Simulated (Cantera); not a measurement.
What does this Cantera script print?

```python
import numpy as np
import cantera as ct

gas_names = """
    B BF BF2 BF3 BH BHF2 BH2 BH3 BN B2 F F2 H HF H2 H2F2 H3F3 H4F4 H5F5 H6F6 H7F7 N NF NF2 NF3 NH NH2
    NH3 N2 N2H2 N2H4
""".split()
cond_names = """
    B(b) B(L) BN(s)
""".split()


# ... load() reads the species with a 1 bar reference pressure and builds the phases ...
atoms = {
    'BN': {'B': 1, 'N': 1},
    'NF3': {'N': 1, 'F': 3},
    'H2': {'H': 2},
}
top_T = {'BN(s)': 3200}  # K; cautious upper limits of use, not melting points


# ... equilibrate(T, P, feed) seeds the gas with the atoms and calls Mixture.equilibrate('TP', solver="vcs", rtol=1e-11, max_steps=5000) ...
results = []
T = 1798.15  # K
P = 16000  # Pa
for m in [2.7, 5.4, 8.2, 11, 14, 16, 19, 22, 25, 27]:
    feed = {'BN': 1, 'NF3': 1.5, 'H2': m}  # mol
    mix = equilibrate(T, P, feed)
    results.append((T, P, feed, dict(zip(mix.species_names, mix.species_moles))))

top = {s: max(r[3][s] / sum(r[3][g] for g in gas_names) for r in results) for s in gas_names}
cols = sorted((s for s in top if top[s] > 0.001), key=lambda s: -top[s])[:8]
seen = [c for c in cond_names if any(r[3].get(c, 0) > 1e-12 for r in results)]
print("log10 of partial pressures in bar; condensed amounts in mol")
print(f"{'n(H2)':>10s}" + "".join(f"{s[:9]:>10s}" for s in cols + seen))
for T, P, feed, n in results:
    ng = sum(n[g] for g in gas_names)
    print(f"{feed['H2']:10.4g}" + "".join(f"{np.log10(max(n[s] / ng * P / 1e5, 1e-99)):10.3f}" for s in cols)
          + "".join(f"{n.get(c, 0):10.4g}" for c in seen))
```

It prints:

```
log10 of partial pressures in bar; condensed amounts in mol
     n(H2)        H2        HF        N2       BF3       BF2      BHF2
       2.7    -1.265    -1.372    -1.455    -1.559    -3.554    -3.867
       5.4    -1.056    -1.536    -1.624    -1.734    -3.461    -3.669
       8.2    -0.976    -1.657    -1.749    -1.865    -3.432    -3.600
        11    -0.934    -1.750    -1.846    -1.969    -3.421    -3.569
        14    -0.907    -1.830    -1.930    -2.060    -3.418    -3.552
        16    -0.894    -1.876    -1.978    -2.112    -3.419    -3.546
        19    -0.880    -1.935    -2.042    -2.182    -3.422    -3.542
        22    -0.869    -1.987    -2.098    -2.244    -3.427    -3.542
        25    -0.861    -2.033    -2.147    -2.299    -3.432    -3.543
        27    -0.856    -2.060    -2.177    -2.333    -3.436    -3.545
```

Cantera equilibrium calculation (NASA polynomials, part measured and part estimated; ideal gas, pure solids and liquids). The tables' values for BF2 are old estimates; treat these amounts as uncertain.
